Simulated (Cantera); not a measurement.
A Cantera script and what it prints.

```python
import numpy as np
import cantera as ct

gas_names = """
    B BH BH2 BH3 BN BO BO2 B2 B2O B2O2 B2O3 B3O3H3 H HBO HBO2 HNO HNO2 HNO3 HO2 H2 H2O H2O2 H3B3O6 N NH
    NH2 NH3 NH2OH NO NO2 NO3 N2 N2H2 N2H4 N2O O OH O2 O3
""".split()
cond_names = """
    B(b) B(L) BN(s) B2O3(L) B3O3H3(cr) H2O(s) H2O(L)
""".split()


# ... load() reads the species with a 1 bar reference pressure and builds the phases ...
atoms = {
    'B': {'B': 1},
    'O2': {'O': 2},
    'N2': {'N': 2},
    'NH3': {'N': 1, 'H': 3},
}
top_T = {'BN(s)': 3200}  # K; cautious upper limits of use, not melting points


# ... equilibrate(T, P, feed) seeds the gas with the atoms and calls Mixture.equilibrate('TP', solver="vcs", rtol=1e-11, max_steps=5000) ...
results = []
T = 1848.15  # K
P = 10000  # Pa
for m in [0.9, 1.2, 1.5, 1.9, 2.5, 3.2, 4.2, 5.4, 7]:
    feed = {'B': 1, 'O2': 2.4, 'N2': 9, 'NH3': m}  # mol
    mix = equilibrate(T, P, feed)
    results.append((T, P, feed, dict(zip(mix.species_names, mix.species_moles))))

top = {s: max(r[3][s] / sum(r[3][g] for g in gas_names) for r in results) for s in gas_names}
cols = sorted((s for s in top if top[s] > 1e-05), key=lambda s: -top[s])[:6]
seen = [c for c in cond_names if any(r[3].get(c, 0) > 1e-12 for r in results)]
print("log10 of partial pressures in bar; condensed amounts in mol")
print(f"{'n(NH3)':>10s}" + "".join(f"{s[:9]:>10s}" for s in cols + seen))
for T, P, feed, n in results:
    ng = sum(n[g] for g in gas_names)
    print(f"{feed['NH3']:10.4g}" + "".join(f"{np.log10(max(n[s] / ng * P / 1e5, 1e-99)):10.3f}" for s in cols)
          + "".join(f"{n.get(c, 0):10.4g}" for c in seen))
```

It prints:

```
log10 of partial pressures in bar; condensed amounts in mol
    n(NH3)        N2        H2       H2O        O2      HBO2      B2O3
       0.9    -1.115    -5.151    -2.128    -2.112    -2.157    -3.279
       1.2    -1.121    -4.932    -1.974    -2.241    -2.152    -3.424
       1.5    -1.127    -4.737    -1.864    -2.411    -2.154    -3.537
       1.9    -1.134    -4.434    -1.757    -2.804    -2.161    -3.660
       2.5    -1.151    -2.509    -1.711    -6.561    -2.185    -3.753
       3.2    -1.176    -2.027    -1.750    -7.605    -2.225    -3.794
       4.2    -1.208    -1.777    -1.802    -8.207    -2.277    -3.847
       5.4    -1.240    -1.628    -1.856    -8.614    -2.333    -3.903
         7    -1.274    -1.515    -1.919    -8.966    -2.398    -3.969
```

Method: chemical equilibrium by Gibbs-energy minimisation in Cantera with the NASA 1993 tables (ideal gas, pure condensed phases).
